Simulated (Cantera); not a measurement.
## Stirred combustor or abatement burner

A perfectly stirred reactor is fed with 3.87 % CH₄, 0.205 % C₂H₆, 1.04 % C₃H₈, 25.3 % O₂, 69.6 % N₂, at 2180 Torr; it is adiabatic with a 675 K inlet, and is followed from long to short residence time, starting on the burning branch (τ in s: 0.13, 0.035, 0.0095, 0.0026, 0.00071, 0.00019, 5.3e-05, 1.5e-05, 4e-06).

Cantera simulation using GRI-Mech 3.0 (53 species, 325 reactions); the numbers are that mechanism's predictions, not measurements. GRI-Mech 3.0 was tuned for natural gas; its chemistry of propane as a main component is partial and can be far from experiment.

```csv
τ (s),T (K),x CH₄,x C₂H₆,x C₃H₈,x C₂H₄,x CO₂,x CH₂,x H
0.13,2111,6.85e-7,5.90e-9,3.17e-8,1.65e-7,0.0727,7.22e-9,2.48e-5
0.035,2111,2.36e-6,2.10e-8,1.13e-7,5.70e-7,0.0726,2.62e-8,3.00e-5
0.0095,2106,7.28e-6,7.01e-8,3.76e-7,1.76e-6,0.0722,9.02e-8,4.77e-5
0.0026,2092,1.91e-5,2.10e-7,1.11e-6,4.53e-6,0.0711,2.80e-7,0.000111
0.00071,2061,4.68e-5,5.79e-7,2.98e-6,1.00e-5,0.0687,7.77e-7,0.000313
0.00019,1999,0.000123,1.64e-6,8.02e-6,2.13e-5,0.0635,2.02e-6,0.000853
5.3e-5,1890,0.000401,5.50e-6,2.55e-5,5.51e-5,0.0522,5.12e-6,0.00173
1.5e-5,675,0.0387,0.00205,0.0104,<1e-12,<1e-12,<1e-12,<1e-12
4.0e-6,675,0.0387,0.00205,0.0104,<1e-12,<1e-12,<1e-12,<1e-12
```
x: mole fraction; the columns are a selection and need not sum to one.
